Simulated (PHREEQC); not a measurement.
Solution (20 °C): 0.23 mol/kgw CdCl2, 0.16 mol/kgw CuCl2 and 0.00015 mol/kgw NaF. Closed to the air; pH follows from the charge balance.

Equilibrium calculation in PHREEQC: ion-association model, phreeqc.dat.

This is a speciation only: nothing precipitates in the calculation.

Question: Order these Cl species by the share of Cl that they hold, largest first: CdCl3-, Cl-, CdCl+, CdCl2, CuCl+.

Answer: Cl- (53 %), CdCl2 (21 %), CdCl+ (15 %), CdCl3- (7.5 %), CuCl+ (3.5 %)

The pH is 4.28 and the ionic strength 0.572 mol/kgw.
